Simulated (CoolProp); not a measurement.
Properties of nitrous oxide along the isobar 22.4 MPa.

The numbers come from the reference Helmholtz-energy equation of state, Lemmon 2006 in CoolProp. It is a short technical equation, of lower accuracy than the large ones.

| T (K) | phase | Z | speed of sound (m/s) | isothermal compressibility (1/MPa) | expansivity (1/kK) |
|---|---|---|---|---|---|
| 240.7 | liquid | 0.4462 | 925.0 | 0.001969 | 2.675 |
| 247.9 | liquid | 0.4419 | 887.9 | 0.002205 | 2.793 |
| 255.1 | liquid | 0.4383 | 851.2 | 0.002481 | 2.924 |
| 262.4 | liquid | 0.4356 | 814.3 | 0.002808 | 3.073 |
| 269.6 | liquid | 0.4337 | 778.3 | 0.003189 | 3.237 |
| 276.8 | liquid | 0.4326 | 742.7 | 0.003642 | 3.423 |
| 284 | liquid | 0.4325 | 707.4 | 0.004185 | 3.633 |
| 291.2 | liquid | 0.4334 | 672.4 | 0.004842 | 3.871 |
| 298.4 | liquid | 0.4353 | 637.8 | 0.005644 | 4.143 |
| 305.7 | liquid | 0.4384 | 603.1 | 0.006647 | 4.458 |
| 312.9 | supercritical | 0.4428 | 569.5 | 0.007877 | 4.813 |
